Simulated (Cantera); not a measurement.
Charge: 1 mol CaCO₃, 3.6 mol H₂O, 0.047 mol CO₂, at 0.133 bar.

Method: chemical equilibrium by Gibbs-energy minimisation in Cantera with the NASA 1993 tables (ideal gas, pure condensed phases). Candidate condensed phases: C, C₆H₆, C₇H₈, C₈H₁₈, Ca, CaCO₃, CaO, Ca(OH)₂, H₂O; 115 gas species. Rates play no part.

Which condensed phases are stable at each of these points (T (°C)): 577, 727, 877, 1027, 1177, 1327, 1477, 1627, 1777, 1927?


```csv
T (°C),condensed phases,Ca condensed (%)
577,CaCO₃(calcite),100.0
727,CaO(s),100.0
877,CaO(s),100.0
1027,CaO(s),100.0
1177,CaO(s),100.0
1327,CaO(s),100.0
1477,CaO(s),100.0
1627,CaO(s),100.0
1777,CaO(s),99.9
1927,CaO(s),99.8
```

At 577 °C the condensed part is CaCO₃(calcite). From 727 °C to 1927 °C the condensed part is CaO(s).
